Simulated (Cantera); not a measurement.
**Silicon nitride deposition: trisilylamine + N2**

Charge: 1 mol trisilylamine, a varied amount of N2, equilibrated at 10.0 Torr.

These are equilibrium values from Cantera (NASA tables, ideal gas, pure condensed phases), not measurements of a reactor. Candidate condensed phases: Si, Si3N4; 18 gas species. The feed counts by its element totals alone. Mutual solubility and eutectic melting of coexisting phases are not modelled. Kinetics and transport are ignored.

Map the stable condensed phases over T = 1673, 1723, 1773, 1823, 1873, 1923, 1973, 2023, 2073, 2123 K and n(N2) in mol = 1.5, 2.4, 3.3, 4.1, 5, 5.9, 6.8.


```
T in K \ n(N2) in mol
         1.5 2.4 3.3 4.1   5 5.9 6.8
   2123    A   A   A   A   A   A   A
   2073    A   A   A   A   A   A   A
   2023    A   A   A   A   A   A   A
   1973    A   A   A   A   A   A   A
   1923    A   A   A   A   A   A   A
   1873    A   A   A   A   A   A   A
   1823    A   A   A   A   A   A   A
   1773    A   A   B   B   C   C   C
   1723    B   B   C   C   C   C   C
   1673    B   C   C   C   C   C   C
```
A: Si; B: Si + Si3N4; C: Si3N4.
